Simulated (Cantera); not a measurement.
## Adiabatic ignition

An adiabatic, constant-volume homogeneous reactor starts with 3.99 % C₃H₈, 20.2 % O₂, 75.8 % N₂, at 1798 K and 150 Torr.

Model: GRI-Mech 3.0 (53 species, 325 reactions), integrated in Cantera. GRI-Mech 3.0 was tuned for natural gas; its chemistry of propane as a main component is partial and can be far from experiment.

```tsv
t (s)	T (K)	P (bar)	x C₃H₈	x O₂	x HO₂	x H₂	x H₂O	x CH₂CO
1.00e-6	1790	0.199	0.0391	0.201	2.60e-5	4.52e-5	3.01e-6	1.36e-9
5.41e-6	1758	0.197	0.0345	0.199	0.000290	0.00119	0.000441	6.02e-6
2.93e-5	1825	0.214	0.00718	0.170	0.000896	0.0183	0.0175	0.00194
0.000159	2771	0.350	<1e-12	0.0351	4.64e-6	0.0231	0.0884	<1e-12
0.000860	2833	0.357	<1e-12	0.0329	5.53e-6	0.0226	0.0914	<1e-12
0.00465	2839	0.357	<1e-12	0.0300	5.37e-6	0.0228	0.0925	<1e-12
0.0252	2839	0.357	<1e-12	0.0298	5.35e-6	0.0228	0.0925	<1e-12
0.136	2839	0.357	<1e-12	0.0298	5.35e-6	0.0228	0.0925	<1e-12
0.739	2839	0.357	<1e-12	0.0298	5.35e-6	0.0228	0.0925	<1e-12
4.00	2839	0.357	<1e-12	0.0298	5.35e-6	0.0228	0.0925	<1e-12
```
x: mole fraction; the columns are a selection and need not sum to one.

```yaml
time_of_steepest_temperature_rise: 46.0 µs
temperature at 4.00 s: 2839 K
equilibrium_temperature: 2839 K
x(C₃H₈) at 4.00 s: <1e-12 (gas-phase equilibrium <1e-12)
x(O₂) at 4.00 s: 0.0298 (gas-phase equilibrium 0.0298)
x(HO₂) at 4.00 s: 5.35e-6 (gas-phase equilibrium 5.35e-6)
```
